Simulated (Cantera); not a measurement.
An isothermal, constant-pressure homogeneous reactor starts with H₂ : O₂ = 0.021 : 1 (molar parts), equivalence ratio 0.011, at 1348 K and 0.00630 bar.

Model: the H2/O2 subset of GRI-Mech 3.0, which has no nitrogen chemistry, integrated in Cantera. Radical loss at walls, strong at low pressure, is not modelled.

x: mole fraction; the columns are a selection and need not sum to one.

| t (s) | x H₂ | x O₂ | x HO₂ | x H | x H₂O₂ |
|---|---|---|---|---|---|
| 4.00e-6 | 0.0206 | 0.979 | 4.21e-10 | 4.05e-10 | <1e-12 |
| 1.50e-5 | 0.0206 | 0.979 | 1.58e-9 | 1.37e-9 | <1e-12 |
| 5.59e-5 | 0.0206 | 0.979 | 5.89e-9 | 3.72e-9 | <1e-12 |
| 0.000209 | 0.0206 | 0.979 | 2.20e-8 | 8.24e-9 | 5.71e-12 |
| 0.000782 | 0.0206 | 0.979 | 8.23e-8 | 4.34e-8 | 7.63e-11 |
| 0.00293 | 0.0205 | 0.979 | 3.20e-7 | 9.37e-6 | 9.11e-10 |
| 0.0109 | ___ | 0.961 | 4.77e-7 | ___ | 1.29e-8 |
| 0.0409 | 0.000156 | 0.961 | 4.63e-7 | 0.00118 | 1.24e-8 |
| 0.153 | 0.000136 | 0.964 | 4.36e-7 | 0.000955 | 1.20e-8 |
| 0.572 | 8.63e-5 | 0.969 | 3.54e-7 | 0.000471 | 1.07e-8 |
| 2.14 | ___ | 0.976 | ___ | ___ | ___ |
| 8.00 | 3.81e-6 | 0.979 | 5.36e-8 | 4.17e-6 | 2.62e-9 |

Problem. Some entries are withheld; supply them.

Solution. 
- 0.0109, x H₂: 0.000174
- 0.0109, x H: 0.00128
- 2.14, x H₂: 2.66e-5
- 2.14, x HO₂: 1.88e-7
- 2.14, x H: 7.83e-5
- 2.14, x H₂O₂: 7.05e-9
